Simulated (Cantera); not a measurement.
A perfectly stirred reactor is fed with 22.3 % H₂, 15.1 % O₂, 56.7 % N₂, 5.81 % H₂O, at 10.0 bar; it is adiabatic with a 450 K inlet, and is followed from long to short residence time, starting on the burning branch (τ in s: 0.081, 0.023, 0.0065, 0.0018, 0.00052, 0.00015, 4.1e-05, 1.2e-05, 3.3e-06).

Computed with Cantera and the H2/O2 subset of GRI-Mech 3.0, which has no nitrogen chemistry. The hydrogen kinetics of GRI-Mech 3.0 are dated; newer H2 mechanisms differ, most at raised pressure.

One state of this run: T (K) = 2056; x H₂ = 0.00329; x O₂ = 0.0443; x H₂O = 0.310; x H₂O₂ = 1.70e-6; x HO₂ = 2.67e-5; x O = 0.000581; x H = 0.000405. x: mole fraction; the columns are a selection and need not sum to one.

### Question
Which value of τ (s) does it belong to?
(A) 0.00015
(B) 3.3e-6
(C) 0.00052
(D) 0.081

### Answer
A, 0.00015
